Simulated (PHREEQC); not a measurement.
0.5 mol of Fluorite (CaF2) is brought to equilibrium with 1 kg of water holding 130 mmol/kgw Na2SO4, at several temperatures. O2 is buffered at 0.21 atm. CO2 from the air is kept out. Solids allowed: Fluorite, Gypsum, Portlandite, Mirabilite. Others were left out.

All values are PHREEQC results (ion-association model, wateq4f.dat), not measurements.

```json
[
 {"T (°C)": "10", "pH": "7.51", "dissolved Ca (mol/kgw)": "0.000422", "dissolved F (mol/kgw)": "0.000843"},
 {"T (°C)": "18", "pH": "7.38", "dissolved Ca (mol/kgw)": "0.000466", "dissolved F (mol/kgw)": "0.000933"},
 {"T (°C)": "26", "pH": "7.27", "dissolved Ca (mol/kgw)": "0.000510", "dissolved F (mol/kgw)": "0.00102"},
 {"T (°C)": "34", "pH": "7.18", "dissolved Ca (mol/kgw)": "0.000552", "dissolved F (mol/kgw)": "0.00110"},
 {"T (°C)": "42", "pH": "7.09", "dissolved Ca (mol/kgw)": "0.000593", "dissolved F (mol/kgw)": "0.00119"},
 {"T (°C)": "50", "pH": "7.02", "dissolved Ca (mol/kgw)": "0.000631", "dissolved F (mol/kgw)": "0.00126"},
 {"T (°C)": "58", "pH": "6.96", "dissolved Ca (mol/kgw)": "0.000666", "dissolved F (mol/kgw)": "0.00133"},
 {"T (°C)": "66", "pH": "6.90", "dissolved Ca (mol/kgw)": "0.000699", "dissolved F (mol/kgw)": "0.00140"},
 {"T (°C)": "74", "pH": "6.86", "dissolved Ca (mol/kgw)": "0.000728", "dissolved F (mol/kgw)": "0.00146"},
 {"T (°C)": "82", "pH": "6.82", "dissolved Ca (mol/kgw)": "0.000754", "dissolved F (mol/kgw)": "0.00151"},
 {"T (°C)": "90", "pH": "6.79", "dissolved Ca (mol/kgw)": "0.000778", "dissolved F (mol/kgw)": "0.00156"}
]
```

Species that the database lacks are ignored. Constants without temperature data keep their 25 °C values here.
